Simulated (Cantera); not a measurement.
## Equilibrium for hydrogen reduction and annealing atmospheres: V2O5 + H2 + H2O

Charge: 1 mol V2O5, 540 mol H2, 7.2 mol H2O, held at 1500 Pa.

Equilibrium computed with Cantera from the NASA thermochemical tables; the gas is ideal and each condensed phase is pure. Candidate condensed phases: H2O, V, VO, V2O3, V2O4, V2O5; 12 gas species. VO: taken at fixed stoichiometry. Condensed phases not in the tables: the oxides between V2O3 and V2O5 other than VO2. Kinetics and transport are ignored.

From 1050 °C to 1550 °C the condensed part is V2O3(s). From 1600 °C to 1650 °C the condensed part is VO(s).

```tsv
T (°C)	log p H2	log p H2O	log p H	log p VO2	log p VO	log p OH	log p V	n V2O3(s)	n VO(s)
1050	-1.83	-3.60	-6.72	-11.30	-13.34	-10.32	<-13	1.00	0
1100	-1.83	-3.60	-6.39	-10.61	-12.50	-9.91	<-13	1.00	0
1150	-1.83	-3.60	-6.09	-9.98	-11.71	-9.52	<-13	1.000	0
1200	-1.83	-3.60	-5.81	-9.38	-10.98	-9.17	<-13	1.000	0
1250	-1.83	-3.60	-5.55	-8.83	-10.30	-8.83	-13.13	1.000	0
1300	-1.83	-3.60	-5.31	-8.31	-9.67	-8.52	-12.34	1.000	0
1350	-1.83	-3.60	-5.08	-7.83	-9.07	-8.22	-11.59	1.000	0
1400	-1.83	-3.60	-4.86	-7.37	-8.52	-7.94	-10.90	0.999	0
1450	-1.83	-3.60	-4.66	-6.95	-7.99	-7.68	-10.24	0.998	0
1500	-1.83	-3.60	-4.46	-6.55	-7.50	-7.44	-9.62	0.994	0
1550	-1.83	-3.60	-4.28	-6.17	-7.04	-7.20	-9.04	0.986	0
1600	-1.83	-3.56	-4.11	-5.80	-6.63	-6.94	-8.56	0	1.93
1650	-1.84	-3.56	-3.94	-5.50	-6.25	-6.73	-8.08	0	1.86
```
log p: log10 of the partial pressure in bar; n: condensed amount in mol.
